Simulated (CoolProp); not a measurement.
A single-stage vapour-compression cycle with R125: evaporating at 262.15 K (dew point), condensing at 307.15 K (bubble point), superheat 2 K, subcooling 2 K, compressor efficiency 0.65, no pressure losses. Each further row changes one setting.

Values from CoolProp's reference Helmholtz-energy equation of state, Lemmon 2005.

```tsv
case	cooling COP	pressure ratio	discharge temperature (K)	refrigerating effect (kJ/kg)	volumetric capacity (kJ/m³)
as stated	2.68	3.72	321.2	86.7	2510
evaporating temperature 267.15 K	3.18	3.14	319.7	89.2	3050
condensing temperature 302.15 K	3.20	3.28	315.3	93.8	2710
subcooling 7 K	2.91	3.72	321.2	93.9	2710
superheat 12 K	2.75	3.72	331.1	94.9	2600
compressor efficiency 0.55	2.27	3.72	326.7	86.7	2510
```
